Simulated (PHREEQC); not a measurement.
A solution holds 0.08 mol TMAH and 1.5e-05 mol H4SiO4 per kg of water, at 20 °C. Closed to the air; pH follows from the charge balance.

Computed with PHREEQC (ion-association model, wateq4f.dat).

```csv
quantity,before,after
pH,12.96,12.69
H3SiO4- (mol/kgw),8.11e-6,5.38e-6
H2SiO4-2 (mol/kgw),6.88e-6,2.11e-6
H4SiO4 (mol/kgw),5.52e-9,7.37e-9
SI of Quartz (SiO2),-4.19,-4.07
```

### Question
Name the change that produced these shifts.
(A) diluted 2-fold with water
(B) H4SiO4 replaced by Na2SiO3 at the same molality
(C) H4SiO4 from 1.5e-05 to 7.5e-06 mol/kgw
(D) H4SiO4 from 1.5e-05 to 1.35e-05 mol/kgw
(E) temperature from 20 to 50 °C

### Answer
A, diluted 2-fold with water

Precipitation was switched off in this run. (CH3)4N+ isn't in the database: it is added as a free cation with an ion size of 4 Å.
